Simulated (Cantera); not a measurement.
# Premixed flame

A freely propagating, adiabatic, planar premixed flame of H2 : O2 : N2 : H2O = 1 : 0.617 : 1.79 : 0.067 (molar parts), equivalence ratio 0.81, unburnt at 475 K and 0.470 bar; mixture-averaged transport, grid criteria slope 0.08 and curve 0.16, no radiation.

Computed with Cantera and the H2/O2 subset of GRI-Mech 3.0, which has no nitrogen chemistry. Burning velocities carry a grid error of a few per cent, more on coarse grids.

```
z (mm)  T (K)  u (m/s)    x H2    x O2       x O      x H   x H2O     x HO2
------  -----  -------  ------  ------  --------  -------  ------  --------
-3.06     475     4.87   0.288   0.178     <1e-8    <1e-8  0.0193     <1e-8
-2.04     475     4.87   0.288   0.178     <1e-8    <1e-8  0.0193     <1e-8
-1.53     475     4.87   0.288   0.178     <1e-8    <1e-8  0.0193     <1e-8
-1.02     475     4.87   0.288   0.178     <1e-8    <1e-8  0.0193   3.89e-8
-0.509    482     4.92   0.285   0.178   2.07e-6  2.47e-5  0.0196  0.000115
-0.255    692     6.89   0.252   0.175  0.000208  0.00443  0.0367  0.000192
0        1160     11.1   0.141   0.135   0.00628   0.0359   0.129   7.06e-5
0.255    1483     14.0  0.0531  0.0741    0.0160   0.0557   0.233   3.23e-5
0.509    1636     15.4  0.0382  0.0592    0.0176   0.0502   0.258   2.18e-5
1.02     1799     16.7  0.0356  0.0540    0.0159   0.0380   0.270   1.57e-5
2.04     1968     18.1  0.0320  0.0499    0.0129   0.0258   0.284   1.08e-5
4.07     2126     19.3  0.0264  0.0462   0.00952   0.0158   0.299   7.21e-6
8.15     2268     20.4  0.0194  0.0430   0.00628  0.00842   0.314   5.13e-6
```
x: mole fraction of selected species; z is measured from the peak of heat release.

```json
{
 "laminar_burning_velocity": "487 cm/s",
 "thermal_thickness": "1.02 mm",
 "peak x(O)": "0.0176",
 "peak x(H)": "0.0558",
 "peak x(HO2)": "0.000289",
 "grid_points": "131"
}
```
